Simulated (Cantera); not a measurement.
Input (Python, Cantera) and output of one run.

```python
import numpy as np
import cantera as ct

gas_names = """
    C CH CH2 CH3 CH2OH CH3O CH4 CH3OH CO CO2 COOH C2 C2H CHCO,ketyl C2H2,acetylene C2H2,vinylidene
    CH2CO,ketene C2H3,vinyl CH3CO,acetyl C2H4 C2H4O,ethylen CH3CHO,ethanal CH3COOH (HCOOH)2 C2H5 C2H6
    CH3OCH3 C2H5OH C2O C3 C3H3,propargyl C3H4,allene C3H4,propyne C3H4,cyclo- C3H5,allyl C3H6,propylene
    C3H6,cyclo- C3H6O C3H7,n-propyl C3H7,i-propyl C3H8 C3H8O,1propanol C3H8O,2propanol C3O2 C4 C4H2
    C4H4,1,3-cyclo- C4H6,butadiene C4H6,2-butyne C4H6,cyclo- C4H8,1-butene C4H8,cis2-buten
    C4H8,tr2-butene C4H8,isobutene C4H8,cyclo- (CH3COOH)2 C4H9,n-butyl C4H9,i-butyl C4H9,s-butyl
    C4H9,t-butyl C4H10,isobutane C4H10,n-butane C5 C5H6,1,3cyclo- C5H8,cyclo- C5H10,1-pentene
    C5H10,cyclo- C5H11,pentyl C5H11,t-pentyl C5H12,n-pentane C5H12,i-pentane CH3C(CH3)2CH3 C6H2
    C6H5,phenyl C6H5O,phenoxy C6H6 C6H5OH,phenol C6H10,cyclo- C6H12,1-hexene C6H12,cyclo- C6H13,n-hexyl
    C7H7,benzyl C7H8 C7H8O,cresol C7H14,1-heptene C7H15,n-heptyl C7H16,n-heptane C8H8,styrene
    C8H10,ethylbenz C8H16,1-octene C8H17,n-octyl C8H18,isooctane C8H18,n-octane C9H19,n-nonyl
    C10H8,naphthale C10H21,n-decyl C12H9,o-bipheny C12H10,bipheny H HCO HO2 H2 HCHO,formaldehy HCOOH H2O
    H2O2 O OH O2 O3
""".split()
cond_names = """
    C(gr) C6H6(L) C7H8(L) C8H18(L),n-octa H2O(s) H2O(L)
""".split()


def load(file, names, dense=False):
    # The tables refer to 1 bar. Condensed volumes are neglected.
    table = {s.name: s for s in ct.Species.list_from_file(file)}
    out = []
    for n in names:
        d = dict(table[n].input_data)
        d["thermo"] = dict(d["thermo"], **{"reference-pressure": 1e5})
        if dense:
            d["equation-of-state"] = {"model": "constant-volume", "density": "1e6 g/cm^3"}
        out.append(ct.Species.from_dict(d))
    return out


gas = ct.Solution(thermo="ideal-gas", species=load("nasa_gas.yaml", gas_names))
cond = {s.name: ct.Solution(thermo="fixed-stoichiometry", species=[s], name=s.name)
        for s in load("nasa_condensed.yaml", cond_names, dense=True)}
atoms = {
    'acetone': {'C': 3, 'H': 6, 'O': 1},
    'H2': {'H': 2},
}
top_T = {'C(gr)': 4500}  # K; cautious upper limits of use, not melting points


def equilibrate(T, P, feed):
    n = {}
    for name, mol in feed.items():
        for a, k in atoms[name].items():
            n[a] = n.get(a, 0.0) + k * mol
    gas.TPX = T, P, n
    mass = sum(n.values()) * gas.mean_molecular_weight
    gas.equilibrate("TP")
    valid = [c for c in cond.values() if c.min_temp <= T <= top_T.get(c.name, c.max_temp)]
    mix = ct.Mixture([(gas, mass / gas.mean_molecular_weight)] + [(c, 0.0) for c in valid])
    mix.T, mix.P = T, P
    mix.equilibrate("TP", solver="vcs", rtol=1e-11, max_steps=5000)
    return mix


results = []
feed = {'acetone': 1, 'H2': 8.8}  # mol
T = 775  # K
for P in [10, 160, 2500, 40000, 630000, 10000000]:
    mix = equilibrate(T, P, feed)
    results.append((T, P, feed, dict(zip(mix.species_names, mix.species_moles))))

top = {s: max(r[3][s] / sum(r[3][g] for g in gas_names) for r in results) for s in gas_names}
cols = sorted((s for s in top if top[s] > 1e-06), key=lambda s: -top[s])[:6]
seen = [c for c in cond_names if any(r[3].get(c, 0) > 1e-12 for r in results)]
print("log10 of partial pressures in bar; condensed amounts in mol")
print(f"{'P/Pa':>10s}" + "".join(f"{s[:9]:>10s}" for s in cols + seen))
for T, P, feed, n in results:
    ng = sum(n[g] for g in gas_names)
    print(f"{P:10.4g}" + "".join(f"{np.log10(max(n[s] / ng * P / 1e5, 1e-99)):10.3f}" for s in cols)
          + "".join(f"{n.get(c, 0):10.4g}" for c in seen))
```

Output:

```
log10 of partial pressures in bar; condensed amounts in mol
      P/Pa        H2       CH4       H2O        CO       CO2      C2H6     C(gr)
        10    -4.035    -7.760    -7.491    -5.110    -7.863   -16.334     2.004
       160    -2.832    -5.353    -5.125    -3.947    -5.537   -12.724     2.047
      2500    -1.656    -3.002    -3.057    -3.055    -3.752    -9.197     2.028
     4e+04    -0.619    -0.927    -1.451    -2.487    -2.617    -6.084    0.1448
   6.3e+05     0.536     0.332    -0.146    -3.389    -3.368    -4.722         0
     1e+07     1.737     1.533     1.056    -4.588    -4.566    -3.521         0
```

These are equilibrium values from Cantera (NASA tables, ideal gas, pure condensed phases), not measurements of a reactor. The feed counts by its element totals alone. The ideal-gas law is rough above about 30 bar.
